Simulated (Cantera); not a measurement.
Reactions in the system Na-O-S

Cantera with NASA thermochemical tables; ideal gases at 1 bar, condensed phases pure. Values are per mole of reaction as written; species without (g) are pure solids or liquids, kept so even where they would boil at 1 bar.

O(g) + SO3(g) + 2 Na(g) ⇌ Na2SO4

```csv
T (K),ΔH° (kJ),ΔS° (J/K),ΔG° (kJ),log10 K
500,-1450.7,-563.1,-1169.2,122.14
600,-1435.5,-534.0,-1115.1,97.07
700,-1430.8,-526.9,-1062.0,79.25
800,-1425.9,-520.2,-1009.7,65.92
900,-1420.4,-513.8,-958.0,55.60
1000,-1414.5,-507.6,-906.9,47.37
```

12 Na(g) + 8 SO3(g) ⇌ S2(g) + 6 Na2SO4

```json
[
 {"T (K)": "500", "ΔH° (kJ)": "-6279.6", "ΔS° (J/K)": "-2671.8", "ΔG° (kJ)": "-4943.7", "log10 K": "516.45"},
 {"T (K)": "600", "ΔH° (kJ)": "-6185.1", "ΔS° (J/K)": "-2491.6", "ΔG° (kJ)": "-4690.1", "log10 K": "408.30"},
 {"T (K)": "700", "ΔH° (kJ)": "-6154.7", "ΔS° (J/K)": "-2444.8", "ΔG° (kJ)": "-4443.3", "log10 K": "331.56"},
 {"T (K)": "800", "ΔH° (kJ)": "-6122.9", "ΔS° (J/K)": "-2402.4", "ΔG° (kJ)": "-4201.0", "log10 K": "274.29"},
 {"T (K)": "900", "ΔH° (kJ)": "-6088.8", "ΔS° (J/K)": "-2362.2", "ΔG° (kJ)": "-3962.8", "log10 K": "229.99"},
 {"T (K)": "1000", "ΔH° (kJ)": "-6052.0", "ΔS° (J/K)": "-2323.5", "ΔG° (kJ)": "-3728.5", "log10 K": "194.75"}
]
```

SO2(g) + 2 Na(g) ⇌ Na2S + O2(g)

```
T (K)  ΔH° (kJ)  ΔS° (J/K)  ΔG° (kJ)  log10 K
-----  --------  ---------  --------  -------
500      -277.9     -239.0    -158.4    16.55
600      -275.0     -233.7    -134.8    11.74
700      -272.2     -229.3    -111.7     8.33
800      -269.2     -225.3     -88.9     5.81
900      -266.2     -221.8     -66.6     3.86
1000     -263.1     -218.5     -44.6     2.33
```

2 SO3(g) + 2 Na ⇌ Na2SO4 + SO2(g)

```csv
T (K),ΔH° (kJ),ΔS° (J/K),ΔG° (kJ),log10 K
500,-895.7,-225.8,-782.8,81.77
600,-882.0,-199.5,-762.3,66.36
700,-878.9,-194.7,-742.6,55.41
800,-875.4,-190.2,-723.3,47.23
900,-871.6,-185.6,-704.5,40.89
1000,-867.3,-181.1,-686.2,35.84
```
